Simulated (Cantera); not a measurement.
Mixture: H2 : O2 : N2 = 1 : 0.833 : 3.13 (molar parts), equivalence ratio 0.60, at 9.87 atm, adiabatic and at constant pressure. Ignition delay is the time to a rise of 400 K.

Cantera simulation using the H2/O2 subset of GRI-Mech 3.0, which has no nitrogen chemistry; the numbers are that mechanism's predictions, not measurements. The hydrogen kinetics of GRI-Mech 3.0 are dated; newer H2 mechanisms differ, most at raised pressure. Where the delays flatten at high temperature, the 400 K rule measures the pace of heat release, not the induction time.

### Question
Predict: delay at 1225 K; delay at 1425 K; delay at 1625 K; delay at 1825 K.

### Answer
| Quantity | Value |
|---|---|
| delay at 1225 K | 24.1 µs |
| delay at 1425 K | 2.15 µs |
| delay at 1625 K | 1.07 µs |
| delay at 1825 K | 0.736 µs |
